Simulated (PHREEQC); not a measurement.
Consider water at 25 °C with 2.5 mmol/kgw KOH and 0.034 mmol/kgw Na2SiO3. Closed to the air; pH follows from the charge balance.

All values are PHREEQC results (Pitzer model, pitzer.dat), not measurements.

No solid was allowed to form.

Question: Predict the pH, osmotic coefficient.

Answer: pH 11.38; osmotic coefficient 0.982.

Question: In which forms is Si present?

Answer: H3SiO4- 96 %, H4SiO4 2.6 %, H2SiO4-2 1.8 % of the Si.
